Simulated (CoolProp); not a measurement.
The fluid at 457.12 K and 0.454 MPa expands adiabatically to 0.0375 MPa with isentropic efficiency 0.7. The same conditions are run with several fluids, on thermodynamics alone (safety and materials aside).

The numbers come from the reference Helmholtz-energy equation of state of each fluid (hexamethyldisiloxane (MM): Thol 2016; methanol: de Reuck 1993; R404A: Lemmon 2003; dimethyl carbonate: Zhou 2011; propylene: Lemmon 2013) in CoolProp. Blends and air are pseudo-pure fits.

```
fluid                      work (kJ/kg)  final temperature (K)  final density (kg/m³)
-------------------------  ------------  ---------------------  ---------------------
hexamethyldisiloxane (MM)          37.0                  431.4                   1.72
methanol                            167                  346.6                  0.421
R404A                        (withheld)                  398.3                   1.11
dimethyl carbonate                 66.1                  408.5                   1.00
propylene                    (withheld)                  385.3             (withheld)
```

Question: Some entries are withheld; supply them.

Answer: 
- R404A, work (kJ/kg): 61.1
- propylene, work (kJ/kg): 138
- propylene, final density (kg/m³): 0.494
